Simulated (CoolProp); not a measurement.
Vapour-liquid equilibrium of CHF3 (R23) (1) + propane (2) at 4.69 bar; x and y are mole fractions of (1).

The numbers come from the multi-fluid Helmholtz-energy mixture model, Penoncello 2003 and Lemmon 2009; pair parameters Bell 2016 in CoolProp.

```tsv
x	bubble temperature, mixture model (K)	bubble temperature, Raoult's law (K)	y, mixture model	y, Raoult's law
0.05	…	266.5	0.497	0.221
0.2	…	252.8	…	0.588
0.35	…	243.6	…	0.763
0.5	223.0	236.8	0.865	0.861
0.65	223.0	231.6	0.865	0.923
0.8	…	227.3	…	0.964
0.95	222.3	223.7	0.943	0.992
```

Some entries are withheld; supply them.


- 0.05, bubble temperature, mixture model (K): 251.7
- 0.2, bubble temperature, mixture model (K): 227.9
- 0.2, y, mixture model: 0.820
- 0.35, bubble temperature, mixture model (K): 223.5
- 0.35, y, mixture model: 0.860
- 0.8, bubble temperature, mixture model (K): 222.6
- 0.8, y, mixture model: 0.878

The largest gap from Raoult's law is -24.9 K in bubble temperature, at x = 0.2. y crosses x between x = 0.8 and 0.95: the model has an azeotrope there.

The pair parameters rest on a limited set of measurements; away from them the model extrapolates. With so large a gap from Raoult's law the liquid may split in two, which this calculation doesn't test in full.
